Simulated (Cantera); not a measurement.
A freely propagating, adiabatic, planar premixed flame of 10.8 % CH4, 1.19 % CO, 18.5 % O2, 69.5 % N2, equivalence ratio 1.2, unburnt at 573 K and 2.40 bar; multicomponent+Soret transport, grid criteria slope 0.08 and curve 0.16, no radiation.

Detailed kinetics in Cantera: GRI-Mech 3.0 (53 species, 325 reactions). Burning velocities carry a grid error of a few per cent, more on coarse grids.

x: mole fraction of selected species; z is measured from the peak of heat release.

```
z (mm)   T (K)  u (m/s)    x CH4    x CO      x O2    x HCO   x CH2CO    x C2H6
-------  -----  -------  -------  ------  --------  -------  --------  --------
-0.526     573    0.848    0.108  0.0119     0.184    <1e-8     <1e-8   3.73e-8
-0.351     576    0.854    0.107  0.0119     0.184    <1e-8   4.21e-8   9.23e-7
-0.263     590    0.876    0.105  0.0122     0.183    <1e-8   3.99e-7   7.94e-6
-0.175     679     1.02   0.0977  0.0144     0.177    <1e-8   6.13e-6  0.000106
-0.0877   1133     1.72   0.0663  0.0302     0.136  8.51e-7   8.87e-5   0.00104
-0.0439      ?     2.39        ?       ?         ?        ?         ?   0.00110
0         1926     2.99  0.00829  0.0664    0.0433  4.46e-5  0.000176  0.000113
0.0439    2088     3.24        ?  0.0668         ?        ?         ?         ?
0.0877    2135     3.31  3.09e-5  0.0599   0.00808  1.64e-6   1.37e-6     <1e-8
0.175     2178     3.36  8.16e-8  0.0530   0.00428  1.86e-7     <1e-8     <1e-8
0.351     2226     3.42    <1e-8  0.0505   0.00272  1.30e-7     <1e-8     <1e-8
0.702     2273     3.48    <1e-8  0.0497   0.00153  8.55e-8     <1e-8     <1e-8
1.40      2308     3.53    <1e-8  0.0491  0.000717  5.32e-8     <1e-8     <1e-8
```

### Question
What belongs in the gaps?

### Answer

- -0.0439, T (K): 1552
- -0.0439, x CH4: 0.0354
- -0.0439, x CO: 0.0488
- -0.0439, x O2: 0.0915
- -0.0439, x HCO: 1.48e-5
- -0.0439, x CH2CO: 0.000218
- 0.0439, x CH4: 0.000671
- 0.0439, x O2: 0.0168
- 0.0439, x HCO: 1.77e-5
- 0.0439, x CH2CO: 2.57e-5
- 0.0439, x C2H6: 7.77e-7
